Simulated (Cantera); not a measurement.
Gas mixture: 45.7 % O2, 54.3 % CO2, at 1.00 bar, frozen composition.

Cantera's kinetic-theory transport with the Lennard-Jones parameters of GRI-Mech 3.0, ideal gas; thermal conductivity in the mixture-averaged form.

D: mixture-averaged diffusion coefficient of that species in the mixture.

```
T (K)  ρ (kg/m³)  cp (J/kg/K)  μ (µPa s)  λ (mW/m/K)     Pr  D (cm²/s) H  D (cm²/s) NH3  D (cm²/s) CO2
-----  ---------  -----------  ---------  ----------  -----  -----------  -------------  -------------
400         1.16        939.2       22.0        28.9  0.714            ?          0.325          0.267
650        0.713         1070       32.2        47.8  0.720            ?          0.811          0.629
900        0.515         1154       40.7        64.8  0.724            ?           1.46           1.10
1150       0.403         1208       48.2        80.2  0.725            ?           2.24           1.66
1400       0.331         1245       55.0        94.4  0.726            ?           3.15           2.31
1650       0.281         1272       61.3         108  0.725            ?           4.17           3.04
```

Q: Complete the blanks.

A: 
- 400, D (cm²/s) H: 1.88
- 650, D (cm²/s) H: 4.44
- 900, D (cm²/s) H: 7.75
- 1150, D (cm²/s) H: 11.7
- 1400, D (cm²/s) H: 16.3
- 1650, D (cm²/s) H: 21.5
